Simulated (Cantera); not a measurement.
# Thermodynamics of silicon etching in halogen gases, feed Si + Cl2 + H2

A closed system holds: 1 mol Si, 6 mol Cl2, 12 mol H2, equilibrated at 1227 °C and 150 Pa.

These are equilibrium values from Cantera (NASA tables, ideal gas, pure condensed phases), not measurements of a reactor. Candidate condensed phases: Si; 19 gas species. The tables' values for SiCl3 are old estimates; treat these amounts as uncertain. Rates play no part.

The x(HCl) is 0.550 and the x(H2) is 0.393. The x(SiCl2) is 0.0502. The x(SiCl3) is 0.00425. The x(SiCl4) is 0.00114. The x(Cl) is 0.000321 and the x(H) comes out as 0.000285. The x(SiHCl3) is 8.46e-5 and the x(SiCl) is 3.54e-6. The gas amount is 17.95 mol and the log10 activity of Si(s) (absent) is -1.69.
